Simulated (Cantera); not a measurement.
Input (Python, Cantera):

```python
import numpy as np
import cantera as ct

gas = ct.Solution("gri30.yaml", transport_model="multicomponent")
show = ['OH', 'H2', 'H2O']

rows = []
print(f"{'T/K':>7s}{'rho':>11s}{'cp':>10s}{'mu':>11s}{'lambda':>11s}{'Pr':>7s}" + "".join(f"{'D_' + s:>11s}" for s in show))
for T in [400, 550, 700, 850, 1000, 1150, 1300]:
    gas.TPX = T, 2100, {'N2O': 0.99}
    Pr = gas.cp_mass * gas.viscosity / gas.thermal_conductivity
    D = [gas.mix_diff_coeffs_mole[gas.species_index(s)] for s in show]
    rows.append([gas.density, gas.cp_mass, gas.viscosity, gas.thermal_conductivity, Pr, *D])
    print(f"{T:7g}{gas.density:11.4e}{gas.cp_mass:10.1f}{gas.viscosity:11.4e}"
          f"{gas.thermal_conductivity:11.4e}{Pr:7.3f}" + "".join(f"{d:11.4e}" for d in D))
print("SI units: kg/m3, J/kg/K, Pa s, W/m/K, m2/s")
```

Output:

```
    T/K        rho        cp         mu     lambda     Pr       D_OH       D_H2      D_H2O
    400 2.7791e-02     970.3 1.9459e-05 2.5299e-02  0.746 1.9815e-03 5.2041e-03 1.4092e-03
    550 2.0212e-02    1073.4 2.5486e-05 3.6724e-02  0.745 3.4580e-03 8.9613e-03 2.6145e-03
    700 1.5881e-02    1150.2 3.0799e-05 4.7670e-02  0.743 5.2296e-03 1.3456e-02 4.1143e-03
    850 1.3078e-02    1209.9 3.5602e-05 5.8097e-02  0.741 7.2695e-03 1.8627e-02 5.8749e-03
   1000 1.1116e-02    1254.7 4.0022e-05 6.7878e-02  0.740 9.5587e-03 2.4427e-02 7.8716e-03
   1150 9.6665e-03    1285.1 4.4145e-05 7.6847e-02  0.738 1.2083e-02 3.0823e-02 1.0086e-02
   1300 8.5511e-03    1311.4 4.8030e-05 8.5477e-02  0.737 1.4830e-02 3.7786e-02 1.2505e-02
SI units: kg/m3, J/kg/K, Pa s, W/m/K, m2/s
```

Computed with Cantera and GRI-Mech 3.0 (53 species, 325 reactions). The composition is frozen, though it would react at the higher temperatures.
